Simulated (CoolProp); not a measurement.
Vapour-liquid equilibrium of CH2F2 (R32) (1) + R1234yf (2) at 0.0264 MPa; x and y are mole fractions of (1).

Values from CoolProp's multi-fluid Helmholtz-energy mixture model, Tillner-Roth 1997 and Lemmon 2022; pair parameters Bell 2023.

```
x      bubble temperature (°C)  y at the bubble point  dew temperature at overall composition x (°C)  liquid density (mol/L)
-----  -----------------------  ---------------------  ---------------------------------------------  ----------------------
0.05                     -59.5                  0.214                                          -56.9                   12.07
0.125                    -63.3                  0.424                                          -58.0                   12.63
0.2                      -66.2                  0.556                                          -59.2                   13.22
0.275                    -68.3                  0.643                                          -60.5                   13.84
0.35                     -69.9                  0.703                                          -61.9                   14.52
0.425                    -71.1                  0.747                                          -63.3                   15.25
0.5                      -72.0                  0.781                                          -64.9                   16.05
0.575                    -72.7                  0.809                                          -66.6                   16.93
0.65                     -73.2                  0.834                                          -68.5                   17.92
0.725                    -73.7                  0.859                                          -70.5                   19.03
0.8                      -74.1                  0.886                                          -72.4                   20.27
0.875                    -74.5                  0.918                                          -73.9                   21.69
0.95                     -74.7                  0.961                                          -74.7                   23.30
```

No azeotrope shows between x = 0.05 and 0.95.

Pair parameters are fitted to limited data, so mixtures are less certain than the pure fluids.
